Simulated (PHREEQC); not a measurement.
A solution holds 0.022 mol/kgw K2CO3 and 0.0057 mol/kgw KNO3, at 80 °C. Closed to the air; pH follows from the charge balance.

All values are PHREEQC results (ion-association model, phreeqc.dat), not measurements.

| quantity | before | after |
|---|---|---|
| pH | 10.25 | 10.70 |
| ionic strength (mol/kgw) | 0.0657 | 0.101 |

Question: Name the change that produced these shifts.
A. K2CO3 replaced by K3PO4 at the same molality
B. K2CO3 from 0.022 to 0.22 mol/kgw
C. diluted 100-fold with water
D. temperature from 80 to 50 °C

Answer: A, K2CO3 replaced by K3PO4 at the same molality

No solid was allowed to form. At this temperature some constants are extrapolated from 25 °C, and those without enthalpy data are left unchanged.
